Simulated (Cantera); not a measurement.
Charge: 1 mol SiCl4, 0.61 mol HCl, 4.3 mol H2, equilibrated at 898 K and 1.10 bar.

These are equilibrium values from Cantera (NASA tables, ideal gas, pure condensed phases), not measurements of a reactor. Candidate condensed phases: Si; 19 gas species. The tables' values for SiCl3 are old estimates; treat these amounts as uncertain. Kinetics and transport are ignored.

Base state: H2 0.724, SiCl4 0.166, HCl 0.106, SiHCl3 0.00315, SiCl3 1.42e-5 (mole fractions); condensed: gas only.

What changes in the equilibrium state with this change: HCl from 0.61 to 2.9 mol?


| species | before | after |
|---|---|---|
| H2 | 0.724 | 0.524 |
| HCl | 0.106 | 0.354 |
| SiCl4 | 0.166 | 0.121 |
| SiHCl3 | 0.00315 | 0.000500 |
| SiCl3 | 1.42e-5 | 2.65e-6 |
